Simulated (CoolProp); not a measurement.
A Linde-Hampson liquefier for oxygen: isothermal reversible compression at 280 K from 1 atm to 20 MPa, throttling to 1 atm, return gas leaving the recuperator 5 K below the feed. Each further row changes one setting.

Computed with CoolProp (reference Helmholtz-energy equation of state, Schmidt 1985).

| case | liquid yield per pass | compression work (kJ/kg of gas) |
|---|---|---|
| as stated | 0.118 | 375 |
| high pressure 40 MPa | 0.175 | 423 |
| warm-end temperature 310 K | 0.086 | 420 |
| warm-end gap 10 K | 0.107 | 375 |

Above 300 K oxygen's equation is extrapolated.
